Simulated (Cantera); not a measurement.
Cantera run:

```python
import numpy as np
import cantera as ct

gas_names = [...]  # 151 gases of nasa_gas.yaml made of C, H, N, O, Si
cond_names = """
    C(gr) C6H6(L) C7H8(L) C8H18(L),n-octa H2O(s) H2O(L) Si(cr) Si(L) SiC(b) SiO2(Lqz) SiO2(hqz) SiO2(L)
    Si2N2O(s) Si3N4(a)
""".split()


# ... load() reads the species with a 1 bar reference pressure and builds the phases ...
atoms = {
    'TEOS': {'Si': 1, 'C': 8, 'H': 20, 'O': 4},
    'N2O': {'N': 2, 'O': 1},
    'N2': {'N': 2},
    'H2O': {'H': 2, 'O': 1},
}
top_T = {'C(gr)': 4500, 'SiC(b)': 3050, 'Si2N2O(s)': 2100, 'Si3N4(a)': 2400}  # K; cautious upper limits of use, not melting points


# ... equilibrate(T, P, feed) seeds the gas with the atoms and calls Mixture.equilibrate('TP', solver="vcs", rtol=1e-11, max_steps=5000) ...
results = []
T = 1650  # K
P = 92  # Pa
for m in [2.5, 3.4, 4.8, 6.6, 9.2, 13, 18, 25]:
    feed = {'TEOS': 1, 'N2O': m, 'N2': 97, 'H2O': 1.1}  # mol
    mix = equilibrate(T, P, feed)
    results.append((T, P, feed, dict(zip(mix.species_names, mix.species_moles))))

top = {s: max(r[3][s] / sum(r[3][g] for g in gas_names) for r in results) for s in gas_names}
cols = sorted((s for s in top if top[s] > 0.0001), key=lambda s: -top[s])[:8]
seen = [c for c in cond_names if any(r[3].get(c, 0) > 1e-12 for r in results)]
print("log10 of partial pressures in bar; condensed amounts in mol")
print(f"{'n(N2O)':>10s}" + "".join(f"{s[:9]:>10s}" for s in cols + seen))
for T, P, feed, n in results:
    ng = sum(n[g] for g in gas_names)
    print(f"{feed['N2O']:10.4g}" + "".join(f"{np.log10(max(n[s] / ng * P / 1e5, 1e-99)):10.3f}" for s in cols)
          + "".join(f"{n.get(c, 0):10.4g}" for c in seen))
```

Output:

```
log10 of partial pressures in bar; condensed amounts in mol
    n(N2O)        N2        H2       H2O        CO       CO2       SiO        O2         H    SiC(b) SiO2(hqz)
       2.5    -3.111    -4.066   -10.958    -4.246   -11.645    -5.614   -23.644    -6.075    0.6858         0
       3.4    -3.114    -4.073   -10.765    -4.227   -11.426    -5.236   -23.246    -6.078    0.2399         0
       4.8    -3.113    -4.088    -5.674    -4.221    -6.313    -5.473   -13.031    -6.086         0    0.5559
       6.6    -3.110    -4.142    -4.972    -4.242    -5.578    -6.229   -11.519    -6.113         0    0.9212
       9.2    -3.108    -4.249    -4.607    -4.287    -5.152    -6.700   -10.578    -6.166         0    0.9728
        13    -3.106    -4.440    -4.372    -4.379    -4.817    -7.127    -9.723    -6.262         0    0.9895
        18    -3.103    -4.800    -4.221    -4.599    -4.527    -7.637    -8.703    -6.442         0    0.9966
        25    -3.101    -6.360    -4.147    -6.000    -4.293    -9.272    -5.434    -7.222         0    0.9999
```

Method: chemical equilibrium by Gibbs-energy minimisation in Cantera with the NASA 1993 tables (ideal gas, pure condensed phases). The feed counts by its element totals alone. The tables hold silica as quartz up to 1696 K and as liquid above; real silica turns to tridymite and cristobalite and melts near 1996 K.
